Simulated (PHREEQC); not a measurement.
Make-up at 25 °C: 0.22 mol NaBr, 0.0011 mol FeCl2 and 0.00024 mol MgCl2 per kg of water. Closed to the air; pH follows from the charge balance.

The numbers come from PHREEQC with the ion-association model, phreeqc.dat.

Q: The ionic strength comes out as 0.224 mol/kgw. What activity coefficients do Mg+2, Na+, Cl-, Fe+2, Br- get?

A: Mg+2 0.33, Na+ 0.74, Cl- 0.71, Fe+2 0.32, Br- 0.68.

No solid was allowed to form. Species that the database lacks are ignored.
